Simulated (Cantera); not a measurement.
A freely propagating, adiabatic, planar premixed flame of 7.84 % CH₄, 23.0 % O₂, 69.1 % N₂, equivalence ratio 0.68, unburnt at 373 K and 0.592 atm; unity-Lewis-number transport, grid criteria slope 0.08 and curve 0.16, no radiation.

Cantera simulation using GRI-Mech 3.0 (53 species, 325 reactions); the numbers are that mechanism's predictions, not measurements. Unity Lewis numbers drop preferential diffusion, which matters most where H2 and H carry the flame. Burning velocities carry a grid error of a few per cent, more on coarse grids.

**Question.** Predict: laminar burning velocity; thermal thickness; peak x(CO); peak x(O); peak x(CH₂CO).

**Answer.** 
| Property | Value |
|---|---|
| laminar burning velocity | 48.9 cm/s |
| thermal thickness | 0.631 mm |
| peak x(CO) | 0.0327 |
| peak x(O) | 0.00664 |
| peak x(CH₂CO) | 3.15e-5 |
